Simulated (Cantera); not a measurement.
Charge: 1 mol Si, 2.5 mol HCl, 0.85 mol H2, 1.3 mol Cl2, held at 1025 K and 1.10 bar.

Method: chemical equilibrium by Gibbs-energy minimisation in Cantera with the NASA 1993 tables (ideal gas, pure condensed phases). Candidate condensed phases: Si; 19 gas species. The tables' values for SiCl3 are old estimates; treat these amounts as uncertain. The numbers say what is thermodynamically allowed, not how fast it happens.

Base state: H2 0.421, HCl 0.305, SiCl4 0.271, SiHCl3 0.00322, SiCl3 0.000112 (mole fractions); condensed: gas only.

What changes in the equilibrium state with this change: Cl2 from 1.3 to 1.6 mol?


```csv
species,before,after
HCl,0.305,0.432
H2,0.421,0.315
SiCl4,0.271,0.252
SiHCl3,0.00322,0.00158
SiCl3,0.000112,6.37e-5
```
